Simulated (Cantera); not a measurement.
Source: NASA polynomial tables (part measured, part estimated), evaluated in Cantera. Values are per mole of reaction as written; species without (g) are pure solids or liquids, kept so even where they would boil at 1 bar.

4 C + SiF₄(g) = SiC₂(g) + 2 CF₂(g)

| T (K) | ΔH° (kJ) | ΔS° (J/K) | ΔG° (kJ) | log10 K |
|---|---|---|---|---|
| 300 | 1866.0 | 412.8 | 1742.2 | -303.34 |
| 925 | 1861.0 | 407.5 | 1484.0 | -83.80 |
| 1075 | ? | ? | ? | ? |
| 1225 | 1853.9 | 401.0 | 1362.8 | -58.11 |
| 1375 | ? | ? | ? | ? |
| 1525 | 1845.8 | 395.0 | 1243.4 | -42.59 |
| 1675 | 1841.4 | 392.3 | 1184.3 | -36.93 |
| 1825 | 1836.9 | 389.7 | 1125.7 | -32.22 |
| 1975 | 1832.3 | 387.3 | 1067.4 | -28.23 |
| 2125 | ? | ? | ? | ? |
| 2275 | 1822.7 | 382.8 | 951.9 | -21.86 |
| 2425 | ? | ? | ? | ? |

Problem. Some entries are withheld; supply them.

Solution. 
- 1075, ΔH° (kJ): 1857.6
- 1075, ΔS° (J/K): 404.2
- 1075, ΔG° (kJ): 1423.1
- 1075, log10 K: -69.15
- 1375, ΔH° (kJ): 1850.0
- 1375, ΔS° (J/K): 397.9
- 1375, ΔG° (kJ): 1302.8
- 1375, log10 K: -49.49
- 2125, ΔH° (kJ): 1827.5
- 2125, ΔS° (J/K): 385.0
- 2125, ΔG° (kJ): 1009.5
- 2125, log10 K: -24.81
- 2425, ΔH° (kJ): 1817.9
- 2425, ΔS° (J/K): 380.7
- 2425, ΔG° (kJ): 894.7
- 2425, log10 K: -19.27
